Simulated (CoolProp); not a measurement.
Vapour-liquid equilibrium of propane (1) + isopentane (2) at 329.7 K; x and y are mole fractions of (1).

Values from CoolProp's multi-fluid Helmholtz-energy mixture model, Lemmon 2009 and Lemmon 2006; pair parameters Kunz 2012.

```tsv
x	bubble pressure (MPa)	y at the bubble point	dew pressure at overall composition x (MPa)	liquid density (mol/L)
0.05	0.3367	0.277	0.2606	8.130
0.15	0.5052	0.543	0.2895	8.298
0.25	0.6667	0.675	0.3254	8.494
0.35	0.8256	0.758	0.3710	8.712
0.45	0.9848	0.816	0.4308	8.946
0.55	1.146	0.861	0.5122	9.187
0.65	1.312	0.897	0.6290	9.422
0.75	1.485	0.929	0.8077	9.633
0.85	1.666	0.958	1.103	9.797
0.95	1.863	0.986	1.616	9.880
```

No azeotrope shows between x = 0.05 and 0.95.

Pair parameters are fitted to limited data, so mixtures are less certain than the pure fluids. The gap from Raoult's law changes sign with composition, which may be real or a fault of the pair parameters; it wasn't checked against measurements.
